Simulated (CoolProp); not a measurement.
A simple Rankine cycle with isohexane: condensing at 328.15 K, boiler at 0.253 MPa, turbine inlet 405.2 K, turbine efficiency 0.65, pump efficiency 0.7, no recuperator. Each further row changes one setting.

Model: reference Helmholtz-energy equation of state, Lemmon 2006, in CoolProp. It is a short technical equation, of lower accuracy than the large ones.

| case | thermal efficiency (%) | net work (kJ/kg) | heat in (kJ/kg) | turbine exit temperature (K) | volume ratio over the turbine |
|---|---|---|---|---|---|
| as stated | 5.3 | 25.4 | 475 | 390.5 | 2.97 |
| turbine inlet 425.2 K | 5.2 | 26.8 | 520 | 410.7 | 2.95 |
| condensing temperature 320.15 K | 6.4 | 31.7 | 494 | 387.1 | 3.88 |
| boiler pressure 0.177 MPa | 3.6 | 17.4 | 478 | 395.6 | 2.06 |
| turbine efficiency 0.55 | 4.5 | 21.4 | 475 | 392.4 | 2.98 |
